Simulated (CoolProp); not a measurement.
Vapour-liquid equilibrium of isobutane (1) + R245fa (2) at 54.35 °C; x and y are mole fractions of (1).

Values from CoolProp's multi-fluid Helmholtz-energy mixture model, Bücker 2006 and Akasaka 2015; pair parameters Bell 2016.

Question: Give the bubble pressure and the first vapour's composition at x = 0.275, 0.425, 0.65. Is there an azeotrope?

Answer: x = 0.275: 7.500 bar, y = 0.542; x = 0.425: 8.128 bar, y = 0.611; x = 0.65: 8.531 bar, y = 0.692. y crosses x between x = 0.725 and 0.8: the model has an azeotrope there.

The pair parameters rest on a limited set of measurements; away from them the model extrapolates. With so large a gap from Raoult's law the liquid may split in two, which this calculation doesn't test in full.
